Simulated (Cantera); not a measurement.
A closed system holds: 1 mol SiH4, 0.17 mol H2O, 0.38 mol H2, held at 2148 K and 0.370 bar.

Method: chemical equilibrium by Gibbs-energy minimisation in Cantera with the NASA 1993 tables (ideal gas, pure condensed phases). Candidate condensed phases: H2O, Si, SiO2; 18 gas species. Gases not in the tables: Si2H6 and higher silanes. The numbers say what is thermodynamically allowed, not how fast it happens.

Base state: H2 0.930, SiO 0.0622, H 0.00661, Si 0.000594, SiH2 0.000216, SiH 0.000171, H2O 1.04e-5 (mole fractions); condensed: Si(l).

**Question.** What changes in the equilibrium state with this change: pressure from 0.370 bar to 3.70 mbar?

**Answer.** 
```json
[
 {"species": "H2", "before": "0.930", "after": "0.819"},
 {"species": "H", "before": "0.00661", "after": "0.0620"},
 {"species": "Si", "before": "0.000594", "after": "0.0594"},
 {"species": "SiO", "before": "0.0622", "after": "0.0567"},
 {"species": "H2O", "before": "1.04e-5", "after": "8.31e-8"},
 {"species": "Si2", "before": "8.57e-6", "after": "0.000857"},
 {"species": "Si3", "before": "1.71e-6", "after": "0.000171"},
 {"species": "Si(l), mol", "before": "0.827", "after": "0.640"}
]
```

**Question.** What changes in the equilibrium state with this change: temperature from 2148 K to 2000 K?

**Answer.** 
```json
[
 {"species": "H2", "before": "0.930", "after": "0.935"},
 {"species": "SiO", "before": "0.0622", "after": "0.0624"},
 {"species": "H", "before": "0.00661", "after": "0.00258"},
 {"species": "Si", "before": "0.000594", "after": "0.000118"},
 {"species": "SiH", "before": "0.000171", "after": "4.69e-5"},
 {"species": "SiH2", "before": "0.000216", "after": "9.92e-5"},
 {"species": "H2O", "before": "1.04e-5", "after": "1.49e-5"},
 {"species": "Si(l), mol", "before": "0.827", "after": "0.829"}
]
```
